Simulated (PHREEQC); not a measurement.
Dissolve 0.18 mol HF and 0.00014 mol KF per kg of water at 20 °C. Closed to the air; pH follows from the charge balance.

Equilibrium calculation in PHREEQC: ion-association model, phreeqc.dat.

```json
{
 "pH": "1.86",
 "ionic_strength": "0.0153 mol/kgw",
 "total_alkalinity": "-180 meq/kg"
}
```

```tsv
species	molality	activity	log γ
HF	0.159	0.160	0.002
H+	0.0152	0.0137	-0.046
F-	0.00967	0.00852	-0.055
HF2-	0.00566	0.00501	-0.053
K+	0.000140	0.000123	-0.055
```

This is a speciation only: nothing precipitates in the calculation.
